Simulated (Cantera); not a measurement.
A closed system holds: 1 mol SiCl₄, 1.5 mol HCl, 4.3 mol H₂, 1.1 mol Cl₂, at 21.0 bar.

Cantera equilibrium calculation (NASA polynomials, part measured and part estimated; ideal gas, pure solids and liquids). Candidate condensed phases: Si; 19 gas species. The tables' values for SiCl₃ are old estimates; treat these amounts as uncertain. Kinetics and transport are ignored. All values below are at 877 °C.

Base state: HCl 0.471, H₂ 0.403, SiCl₄ 0.124, SiHCl₃ 0.00216, SiCl₃ 6.89e-5 (mole fractions); condensed: gas only.

What changes in the equilibrium state with this change: HCl from 1.5 to 5.2 mol?


```
species   before     after
-------  -------  --------
HCl        0.471     0.639
H₂         0.403     0.275
SiCl₄      0.124    0.0854
SiHCl₃   0.00216  0.000747
SiCl₃    6.89e-5   2.88e-5
```
